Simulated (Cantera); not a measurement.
Input (Python, Cantera):

```python
import numpy as np
import cantera as ct

surf = ct.Interface("ptcombust.yaml", "Pt_surf")
gas = surf.adjacent["gas"]
gas.TPX = 1048, 54000, {'CH4': 0.0026, 'O2': 0.18, 'N2': 0.79, 'H2O': 0.04}
surf.TP = 1048, 54000
reactor = ct.FlowReactor(gas, clone=False)
reactor.area = 0.0001  # m2
reactor.surface_area_to_volume_ratio = 3100  # 1/m
reactor.mass_flow_rate = 1.5 * reactor.area * gas.density  # inlet velocity 1.5 m/s
reactor.energy_enabled = False
wall = ct.ReactorSurface(surf, reactor, clone=False)
net = ct.ReactorNet([reactor])
net.rtol, net.atol = 1e-8, 1e-16
show, cover = ['CH4', 'O2', 'H2O', 'CO2', 'CO'], ['PT(S)', 'H(S)', 'O(S)', 'OH(S)', 'CO(S)', 'C(S)']

rows = []
print(f"{'z/m':>9s}{'u/(m/s)':>9s}" + "".join(f"{s:>13s}" for s in show + cover))
for z in [0.00092, 0.0018, 0.0034, 0.0066, 0.013, 0.025, 0.048, 0.092]:
    net.advance(z)
    rows.append([reactor.speed, *gas[show].X, *surf[cover].coverages])
    print(f"{z:9.4g}{rows[-1][0]:9.3g}" + "".join(f"{x:13.4e}" for x in rows[-1][1:]))
```

It prints:

```
      z/m  u/(m/s)          CH4           O2          H2O          CO2           CO        PT(S)         H(S)         O(S)        OH(S)        CO(S)         C(S)
  0.00092      1.5   2.0282e-03   1.7669e-01   4.0575e-02   5.3383e-04   1.3234e-06   2.5118e-01   7.5868e-07   7.4635e-01   2.4585e-03   1.3111e-06   1.0327e-08
   0.0018      1.5   1.6179e-03   1.7587e-01   4.1391e-02   9.4128e-04   1.0578e-06   2.5137e-01   7.6719e-07   7.4614e-01   2.4835e-03   1.0482e-06   8.2546e-09
   0.0034      1.5   1.0718e-03   1.7479e-01   4.2478e-02   1.4838e-03   7.0308e-07   2.5163e-01   7.7844e-07   7.4584e-01   2.5165e-03   6.9649e-07   5.4833e-09
   0.0066      1.5   4.6940e-04   1.7359e-01   4.3677e-02   2.0826e-03   3.1051e-07   2.5192e-01   7.9076e-07   7.4552e-01   2.5524e-03   3.0623e-07   2.4088e-09
    0.013      1.5   8.9810e-05   1.7283e-01   4.4435e-02   2.4609e-03   6.2347e-08   2.5210e-01   7.9850e-07   7.4532e-01   2.5749e-03   5.9036e-08   4.6178e-10
    0.025      1.5   4.0458e-06   1.7266e-01   4.4608e-02   2.5480e-03   5.4857e-09   2.5214e-01   8.0027e-07   7.4527e-01   2.5800e-03   2.9647e-09   2.0812e-11
    0.048      1.5   1.0575e-08   1.7264e-01   4.4619e-02   2.5543e-03   1.7013e-09   2.5215e-01   8.0038e-07   7.4527e-01   2.5803e-03   1.9939e-10   5.4400e-14
    0.092      1.5   9.9922e-12   1.7264e-01   4.4623e-02   2.5565e-03   7.2676e-10   2.5215e-01   8.0042e-07   7.4526e-01   2.5804e-03   8.2568e-11   5.0460e-17
```

Detailed kinetics in Cantera: Deutschmann's 1995 Pt surface mechanism with GRI-Mech 3.0 gas chemistry. Catalytic surfaces can have several steady states; this one follows from the mechanism file's or the stated starting coverage. Mass transfer to the wall is taken as infinitely fast.
